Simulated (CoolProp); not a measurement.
Vapour-liquid equilibrium of R1234yf (1) + R134a (2) at 247.7 K; x and y are mole fractions of (1).

Computed with CoolProp (multi-fluid Helmholtz-energy mixture model, Lemmon 2022 and Tillner-Roth 1994; pair parameters Bell 2022).

| x | bubble pressure (bar) | y at the bubble point | dew pressure at overall composition x (bar) | liquid density (mol/L) |
|---|---|---|---|---|
| 0.05 | 1.069 | 0.071 | 1.061 | 13.32 |
| 0.2 | 1.131 | 0.251 | 1.114 | 12.87 |
| 0.35 | 1.175 | 0.400 | 1.161 | 12.45 |
| 0.5 | 1.204 | 0.533 | 1.198 | 12.07 |
| 0.65 | 1.220 | 0.663 | 1.219 | 11.71 |
| 0.8 | 1.223 | 0.797 | 1.223 | 11.38 |
| 0.95 | 1.212 | 0.945 | 1.211 | 11.07 |

y crosses x between x = 0.65 and 0.8: the model has an azeotrope there.

Pair parameters are fitted to limited data, so mixtures are less certain than the pure fluids.
